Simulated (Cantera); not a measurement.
A freely propagating, adiabatic, planar premixed flame of 20.8 % H2, 14.0 % O2, 52.7 % N2, 12.5 % H2O, unburnt at 425 K and 4.64 atm; mixture-averaged transport, grid criteria slope 0.08 and curve 0.16, no radiation.

Cantera simulation using the H2/O2 subset of GRI-Mech 3.0, which has no nitrogen chemistry; the numbers are that mechanism's predictions, not measurements. The hydrogen kinetics of GRI-Mech 3.0 are dated; newer H2 mechanisms differ, most at raised pressure. Burning velocities carry a grid error of a few per cent, more on coarse grids.

Q: Predict: laminar burning velocity; thermal thickness; peak x(OH); peak x(H2O2); peak x(O).

A: 
| Property | Result |
|---|---|
| laminar burning velocity | 63.5 cm/s |
| thermal thickness | 0.0991 mm |
| peak x(OH) | 0.00479 |
| peak x(H2O2) | 0.000284 |
| peak x(O) | 0.00119 |
